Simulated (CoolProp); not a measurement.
Computed with CoolProp (reference Helmholtz-energy equation of state, Thol 2021).

**Question.** For chlorine, give the phase and the density (kg/m³), cp (kJ/(kg K)), isothermal compressibility (1/MPa) at 151.65 °C and 72.9 bar; 151.65 °C and 83.4 bar; 151.65 °C and 93.8 bar.

**Answer.** 
- 151.65 °C and 72.9 bar: gas; density 253, cp 1.81, isothermal compressibility 0.333
- 151.65 °C and 83.4 bar: supercritical; density 432, cp 9.00, isothermal compressibility 1.06
- 151.65 °C and 93.8 bar: supercritical; density 804, cp 2.71, isothermal compressibility 0.117
